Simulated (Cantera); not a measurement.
Charge: 1 mol B2O3, 2.1 mol F2, equilibrated at 1102 °C and 105 Torr.

Equilibrium computed with Cantera from the NASA thermochemical tables; the gas is ideal and each condensed phase is pure. Candidate condensed phases: B, B2O3; 21 gas species. Equilibrium is a limit: real reactors are often held back by kinetics, nucleation or transport.

Base state: BF3 0.461, O2 0.411, B3O3F3 0.0664, BOF 0.0620, BOF2 0.000323 (mole fractions); condensed: B2O3(l).

Task: What changes in the equilibrium state with this change: temperature from 1102 °C to 1450 °C?

Result: 
```
species        before     after
------------  -------  --------
BF3             0.461     0.361
O2              0.411     0.344
BOF            0.0620     0.293
B3O3F3         0.0664  0.000490
F             8.61e-8   1.67e-5
O             1.09e-6   8.92e-5
B2O3(l), mol   0.0774         0
```
